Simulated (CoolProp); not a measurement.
The numbers come from the reference Helmholtz-energy equation of state, Platzer 1990 in CoolProp. This equation is an older, rougher fit.

Problem. For c-C4F8 (RC318), give the phase and the cp (kJ/(kg K)), cv (kJ/(kg K)), Joule-Thomson coefficient (K/MPa) at 500 K and 0.0439 MPa; 500 K and 0.0781 MPa; 500 K and 0.439 MPa.

Solution. 
- 500 K and 0.0439 MPa: gas; cp 1.04, cv 0.994, Joule-Thomson coefficient 3.82
- 500 K and 0.0781 MPa: gas; cp 1.04, cv 0.995, Joule-Thomson coefficient 3.82
- 500 K and 0.439 MPa: gas; cp 1.04, cv 0.996, Joule-Thomson coefficient 3.89
